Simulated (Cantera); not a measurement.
Input: 1 mol SiCl₄, 12 mol N₂, 68 mol H₂, at 1648.15 K.

These are equilibrium values from Cantera (NASA tables, ideal gas, pure condensed phases), not measurements of a reactor. Candidate condensed phases: NH₄Cl, Si, Si₃N₄; 28 gas species. Rates play no part.

Q: What share of the Si ends up in condensed phases as a function of P (Pa), at 5, 36, 260, 1900, 14000, 100000?

A: 
| P (Pa) | Si condensed (%) | as |
|---|---|---|
| 5 | 5.2 | Si(s) |
| 36 | 44.1 | Si(s) |
| 260 | 49.9 | Si(s) |
| 1900 | 74.0 | Si₃N₄(s) |
| 14000 | 91.5 | Si₃N₄(s) |
| 100000 | 97.4 | Si₃N₄(s) |
